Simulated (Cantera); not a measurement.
Input: 1 mol C3H8, 0.15 mol O2, 0.5 mol H2, held at 2273.15 K and 94.0 Pa.

These are equilibrium values from Cantera (NASA tables, ideal gas, pure condensed phases), not measurements of a reactor. Candidate condensed phases: C, C6H6, C7H8, C8H18, H2O; 110 gas species. The numbers say what is thermodynamically allowed, not how fast it happens.

Base state: H2 0.711, H 0.231, CO 0.0553, C2H2 (acetylene) 0.00268, C2H 3.68e-5, C3 1.08e-5 (mole fractions); condensed: C(graphite).

### Question
What changes in the equilibrium state with this change: temperature from 2273.15 K to 2200 K?

### Answer
```
species            before    after
----------------  -------  -------
H2                  0.711    0.778
H                   0.231    0.162
CO                 0.0553   0.0574
C3                1.08e-5  2.57e-6
C2H               3.68e-5  1.44e-5
C(graphite), mol     2.67     2.68
```

### Question
What changes in the equilibrium state with this change: O2 from 0.15 to 0.29 mol?

### Answer
| species | before | after |
|---|---|---|
| H2 | 0.711 | 0.671 |
| H | 0.231 | 0.225 |
| CO | 0.0553 | 0.101 |
| C2H2 (acetylene) | 0.00268 | 0.00253 |
| C2H | 3.68e-5 | 3.57e-5 |
| C3 | 1.08e-5 | 1.08e-5 |
| C(graphite), mol | 2.67 | 2.39 |
